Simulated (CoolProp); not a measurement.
n-perfluorohexane along the isobar 2440 kPa: fugacity coefficient from the reference equation and from simpler models built on Tc = 448.0 K, pc = 1742 kPa, ω = 0.497; each cubic takes its own stable root.

Computed with CoolProp (reference Helmholtz-energy equation of state, Gao 2022).

```csv
T (K),phase,reference,van der Waals,Redlich-Kwong,Soave-Redlich-Kwong,Peng-Robinson
371.4,liquid,0.1418,0.3168,0.2213,0.1484,0.1426
382.6,liquid,0.1802,0.3500,0.2602,0.1892,0.1815
393.9,liquid,0.2246,0.3842,0.3020,0.2363,0.2265
405.1,liquid,0.2738,0.4187,0.3455,0.2884,0.2762
416.3,liquid,0.3276,0.4535,0.3904,0.3452,0.3305
427.5,liquid,0.3852,0.4883,0.4361,0.4055,0.3882
438.8,liquid,0.4460,0.5231,0.4822,0.4682,0.4483
450,supercritical,0.5072,0.5570,0.5270,0.5300,0.5074
```
